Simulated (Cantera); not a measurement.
**Reactions in the system Cl-Fe-N-O**

Source: NASA polynomial tables (part measured, part estimated), evaluated in Cantera. Values are per mole of reaction as written; species without (g) are pure solids or liquids, kept so even where they would boil at 1 bar.

Fe₂O₃ + 3 N₂O(g) + 6 Cl(g) ⇌ 2 FeCl₃ + 6 NO(g)

```csv
T (K),ΔH° (kJ),ΔS° (J/K),ΔG° (kJ),log10 K
650,-306.2,-27.2,-288.5,23.18
675,-305.6,-26.3,-287.8,22.27
700,-305.1,-25.5,-287.2,21.43
725,-304.6,-24.9,-286.6,20.65
750,-304.2,-24.4,-285.9,19.91
775,-303.9,-23.9,-285.3,19.23
800,-303.6,-23.6,-284.7,18.59
825,-303.3,-23.3,-284.2,17.99
850,-303.1,-23.0,-283.6,17.43
875,-302.9,-22.8,-283.0,16.89
```
